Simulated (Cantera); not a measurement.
A closed system holds: 1 mol Pb, 0.11 mol CO, 7.3 mol H₂, equilibrated at 10.0 Pa.

These are equilibrium values from Cantera (NASA tables, ideal gas, pure condensed phases), not measurements of a reactor. Candidate condensed phases: C, C₆H₆, C₇H₈, C₈H₁₈, H₂O, Pb, PbO, PbO₂, Pb₃O₄; 113 gas species. Kinetics and transport are ignored.

log p: log10 of the partial pressure in bar; n: condensed amount in mol.

```tsv
T (K)	log p H₂	log p Pb	log p CO	log p H	log p CH₄	n Pb(l)
798	-4.01	-7.24	-5.83	-13.58	-8.15	0.996
873	-4.01	?	-5.83	?	?	0.953
948	-4.03	-5.32	-5.85	-11.29	-9.35	0.627
1023	-4.06	-4.92	-5.88	?	?	0
1098	-4.06	-4.92	-5.88	-9.64	-10.27	0
1173	-4.06	-4.92	-5.88	-8.96	-10.61	0
1248	-4.06	-4.92	-5.88	-8.36	-10.93	0
1323	-4.06	-4.92	-5.88	-7.83	-11.24	0
1398	-4.06	-4.92	-5.88	-7.36	-11.58	0
1473	-4.06	-4.93	-5.88	-6.93	-11.93	0
1548	-4.06	-4.93	-5.88	-6.54	-12.27	0
1623	-4.06	-4.93	-5.88	-6.19	-12.59	0
```

### Question
Fill in the missing entries.

### Answer

- 1023, log p H: -10.41
- 1023, log p CH₄: -9.87
- 873, log p Pb: -6.20
- 873, log p H: -12.33
- 873, log p CH₄: -8.78
